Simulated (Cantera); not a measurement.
## SiH2Cl2 + Cl2 + N2 (silicon epitaxy and polysilicon growth)

Charge: 1 mol SiH2Cl2, 0.013 mol Cl2, 26 mol N2, held at 3.20 mbar.

These are equilibrium values from Cantera (NASA tables, ideal gas, pure condensed phases), not measurements of a reactor. Candidate condensed phases: NH4Cl, Si, Si3N4; 28 gas species. N2 is the only nitrogen source here; it is nearly inert below about 1500 K, so the nitride shown seldom forms there in practice. The tables' values for SiCl3 are old estimates; treat these amounts as uncertain. Kinetics and transport are ignored.

```csv
T (°C),log p N2,log p HCl,log p H2,log p SiCl2,log p SiCl4,log p SiCl3,log p Cl,log p SiHCl3,n Si3N4(s)
852,-2.53,-3.74,-4.57,-6.66,-4.86,-6.30,-8.86,-7.45,0.292
877,-2.53,-3.74,-4.58,-6.38,-4.88,-6.15,-8.64,-7.40,0.292
902,-2.53,-3.74,-4.58,-6.12,-4.89,-6.00,-8.42,-7.36,0.292
927,-2.53,-3.74,-4.58,-5.87,-4.92,-5.87,-8.22,-7.32,0.291
952,-2.53,-3.74,-4.58,-5.64,-4.95,-5.74,-8.02,-7.29,0.289
977,-2.53,-3.74,-4.58,-5.42,-4.99,-5.63,-7.84,-7.27,0.286
1002,-2.53,-3.74,-4.57,-5.22,-5.04,-5.54,-7.66,-7.26,0.282
1027,-2.53,-3.75,-4.55,-5.04,-5.12,-5.47,-7.50,-7.27,0.276
1052,-2.53,-3.76,-4.53,-4.88,-5.22,-5.42,-7.36,-7.29,0.267
1077,-2.53,-3.77,-4.50,-4.74,-5.35,-5.40,-7.22,-7.33,0.257
1102,-2.53,-3.79,-4.46,-4.62,-5.51,-5.40,-7.10,-7.38,0.245
1127,-2.53,-3.80,-4.42,-4.53,-5.69,-5.43,-6.99,-7.46,0.232
1152,-2.53,-3.83,-4.38,-4.45,-5.90,-5.47,-6.89,-7.55,0.217
```
log p: log10 of the partial pressure in bar; n: condensed amount in mol.

From 852 °C to 1152 °C the condensed part is Si3N4(s). The main Si-bearing gas is SiCl4 at 852 °C and SiCl2 at 1152 °C. The share of Si in condensed phases is highest at 877 °C (87.7 %) and lowest at 1152 °C (65.2 %).
